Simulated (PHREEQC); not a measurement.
A made-up water analysis in mg/L, 25 °C, pH 6.4, pe 0.4: Na 9.77; K 0.0244; Ca 44.1; Mg 20.7; Cl 3.4; S(6) as SO4 110; Alkalinity as HCO3 119; Br 0.265; N(-3) as NH4 0.0188.

Valence states are taken as typed.

Equilibrium calculation in PHREEQC: ion-association model, phreeqc.dat.

This is a speciation only: nothing precipitates in the calculation.

Order these Ca species by the share of Ca that they hold, largest first: CaSO4, CaHCO3+, Ca+2.

Ca+2 (90 %), CaSO4 (7.9 %), CaHCO3+ (1.6 %)

Order these C species by the share of C that they hold, largest first: CO2, CaHCO3+, MgHCO3+, HCO3-.

HCO3- (54 %), CO2 (45 %), CaHCO3+ (0.49 %), MgHCO3+ (0.34 %)

The pH is 6.40 and the ionic strength 0.00667 mol/kgw.
